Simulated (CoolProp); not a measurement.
n-dodecane along the isobar 1.52 MPa: density (kg/m³) from the reference equation and from simpler models built on Tc = 385.0 °C, pc = 1.818 MPa, ω = 0.574; each cubic takes its own stable root.

Computed with CoolProp (reference Helmholtz-energy equation of state, Lemmon 2004). It is a short technical equation, of lower accuracy than the large ones.

| T (°C) | phase | reference |
|---|---|---|
| 1.95 | liquid | 763.8 |
| 21.85 | liquid | 749.1 |
| 41.65 | liquid | 734.6 |
| 61.55 | liquid | 720.0 |
| 81.35 | liquid | 705.5 |
| 101.25 | liquid | 690.7 |
| 121.05 | liquid | 675.8 |
| 140.95 | liquid | 660.5 |
| 160.75 | liquid | 644.9 |
| 180.65 | liquid | 628.7 |
| 200.45 | liquid | 611.9 |
| 220.35 | liquid | 594.3 |
| 240.15 | liquid | 575.7 |
| 260.05 | liquid | 555.8 |
| 279.85 | liquid | 534.3 |

How far does each simpler model (van der Waals, Redlich-Kwong, Soave-Redlich-Kwong, Peng-Robinson) lie from the reference over these 15 states: mean and median of the absolute difference, and the worst?


- van der Waals: mean 47.3 %, median 47.2 %, worst -48.9 % at 1.95 °C and 1.52 MPa
- Redlich-Kwong: mean 23.8 %, median 23.7 %, worst -25.3 % at 279.85 °C and 1.52 MPa
- Soave-Redlich-Kwong: mean 18.5 %, median 18.0 %, worst -21.4 % at 1.95 °C and 1.52 MPa
- Peng-Robinson: mean 8.3 %, median 7.5 %, worst -12.0 % at 1.95 °C and 1.52 MPa
